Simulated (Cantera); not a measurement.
# Catalytic stagnation flow on Pt

A jet of 6.57 % CH4, 6.90 % O2, 86.5 % N2, equivalence ratio 1.9 at 300 K and 0.0500 bar hits a platinum plate 4.7 cm away at a mass flux of 0.1 kg/m²/s; the plate temperature is set and raised in steps from an oxygen-covered start.

Cantera simulation using Deutschmann's 1995 Pt surface mechanism with GRI-Mech 3.0 gas chemistry; the numbers are that mechanism's predictions, not measurements. Catalytic surfaces can have several steady states; this one follows from the mechanism file's or the stated starting coverage.

```
plate T (K)  wall x CH4  wall x O2  wall x H2O  wall x OH  wall x CO  wall x CO2  θ free Pt     θ H*   θ CO*     θ C*
-----------  ----------  ---------  ----------  ---------  ---------  ----------  ---------  -------  ------  -------
950              0.0201    0.00692      0.0651      <1e-8     0.0476     8.38e-5      0.568  0.00158   0.104    0.326
1000             0.0134    0.00460      0.0626      <1e-8     0.0544    0.000185      0.729  0.00191  0.0866    0.183
1050            0.00979    0.00347      0.0608      <1e-8     0.0578    0.000502      0.870  0.00189  0.0623   0.0658
1100            0.00863    0.00314      0.0598      <1e-8     0.0585     0.00111      0.938  0.00169  0.0373   0.0226
1150            0.00829    0.00309      0.0587      <1e-8     0.0580     0.00208      0.969  0.00148  0.0212  0.00843
1200            0.00824    0.00314      0.0574    2.60e-8     0.0568     0.00351      0.983  0.00129  0.0121  0.00344
```
x: mole fraction at the wall; θ: surface coverage.
